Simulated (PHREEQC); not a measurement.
Consider water at 25 °C with 28 mmol/kgw CdBr2. It is in equilibrium with CO2 at log p = -3.4 (atm). Otherwise closed; pH follows from the charge balance.

Model: ion-association model, wateq4f.dat, run in PHREEQC.

Precipitation was switched off in this run.

Task: Predict the pH, ionic strength.

Result: pH 5.57; ionic strength 0.0411 mol/kgw.

Task: In which forms is C present?

Result: CO2 82 %, HCO3- 16 %, CdHCO3+ 1.9 % of the C.
